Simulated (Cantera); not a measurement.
Carbothermic reduction: TiO2 + CH4 + CO

Feed: 1 mol TiO2, 3.7 mol CH4, 0.012 mol CO, held at 280000 Pa.

Cantera equilibrium calculation (NASA polynomials, part measured and part estimated; ideal gas, pure solids and liquids). Candidate condensed phases: C, C6H6, C7H8, C8H18, H2O, Ti, TiC, TiO, TiO2, Ti2O3, Ti3O5, Ti4O7; 113 gas species. Mutual solubility and eutectic melting of coexisting phases are not modelled. TiC: taken at fixed stoichiometry. Condensed phases not in the tables: Magnéli phases beyond Ti4O7. Equilibrium is a limit: real reactors are often held back by kinetics, nucleation or transport.

| T (K) | x H2 | x CO | x CH4 | x H | x C2H2 (acetylene) | n C(graphite) | n TiO2(rutile) | n Ti4O7(s) | n Ti3O5(s) | n TiC(s) |
|---|---|---|---|---|---|---|---|---|---|---|
| 1000 | 0.819 | 0.00100 | 0.179 | 1.23e-9 | 9.34e-10 | 2.58 | 1.00 | 0 | 0 | 0 |
| 1200 | 0.945 | 0.0146 | 0.0395 | 1.15e-7 | 9.70e-8 | 3.32 | 0.596 | 0.101 | 0 | 0 |
| 1400 | 0.944 | 0.0446 | 0.0108 | 2.82e-6 | 2.38e-6 | 3.29 | 0 | 0 | 0.333 | 0 |
| 1600 | 0.783 | 0.214 | 0.00280 | 2.87e-5 | 2.15e-5 | 0.677 | 0 | 0 | 0 | 1.00 |
| 1800 | 0.784 | 0.214 | 0.00133 | 0.000189 | 0.000138 | 0.686 | 0 | 0 | 0 | 1.00 |
| 2000 | 0.784 | 0.214 | 0.000730 | 0.000860 | 0.000602 | 0.682 | 0 | 0 | 0 | 1.00 |
| 2200 | 0.781 | 0.214 | 0.000449 | 0.00297 | 0.00200 | 0.658 | 0 | 0 | 0 | 1.00 |
| 2400 | 0.773 | 0.213 | 0.000297 | 0.00836 | 0.00539 | 0.594 | 0 | 0 | 0 | 1.000 |
x: gas mole fraction; n: condensed amount in mol.

At 1000 K the condensed part is C(graphite) + TiO2(rutile). At 1200 K the condensed part is C(graphite) + TiO2(rutile) + Ti4O7(s). At 1400 K the condensed part is C(graphite) + Ti3O5(s). From 1600 K to 2400 K the condensed part is C(graphite) + TiC(s).
